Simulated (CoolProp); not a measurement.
Saturation properties of dimethyl ether.

Model: reference Helmholtz-energy equation of state, Wu 2011, in CoolProp.

| T (K) | p (MPa) | vapour density (kg/m³) | liquid cp (kJ/(kg K)) |
|---|---|---|---|
| 299.1 | 0.6066 | 12.78 | 2.440 |
| 302.4 | ___ | 14.00 | ___ |
| 305.6 | ___ | 15.27 | 2.478 |
| 308.9 | 0.7955 | ___ | 2.499 |
| 312.1 | 0.8657 | 18.14 | 2.520 |
| 315.4 | 0.9428 | 19.75 | 2.544 |
| 318.6 | 1.022 | 21.44 | 2.568 |
| 321.9 | 1.109 | ___ | 2.594 |
| 325.1 | 1.199 | ___ | 2.621 |

### Question
Some entries are withheld; supply them.

### Answer

- 302.4, p (MPa): 0.6660
- 302.4, liquid cp (kJ/(kg K)): 2.459
- 305.6, p (MPa): 0.7276
- 308.9, vapour density (kg/m³): 16.67
- 321.9, vapour density (kg/m³): 23.29
- 325.1, vapour density (kg/m³): 25.23

It boils at 248.4 K under 1 atm.
